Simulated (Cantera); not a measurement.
Input: 1 mol FeS, a varied amount of SO₃, 16 mol N₂, at 1350 K and 67000 Pa.

These are equilibrium values from Cantera (NASA tables, ideal gas, pure condensed phases), not measurements of a reactor. Candidate condensed phases: Fe, FeO, FeS, FeSO₄, FeS₂, Fe₂O₃, Fe₂(SO₄)₃, Fe₃O₄, S; 19 gas species. Metal and sulfide melt together well below either melting point, which pure phases cannot show. Mutual solubility and eutectic melting of coexisting phases are not modelled. The tables' stoichiometric FeO is somewhat more stable than real wüstite, so its field is too wide. FeO, FeS: taken at fixed stoichiometry. Rates play no part.

Task: At 0.4 mol SO₃, list the 5 most abundant gas species with their mole fractions, and the condensed phases.

Result: N₂ 0.966, SO₂ 0.0276, S₂ 0.00649, S₂O 0.000178, SO 0.000152. Condensed: FeO(s) + FeS(s).
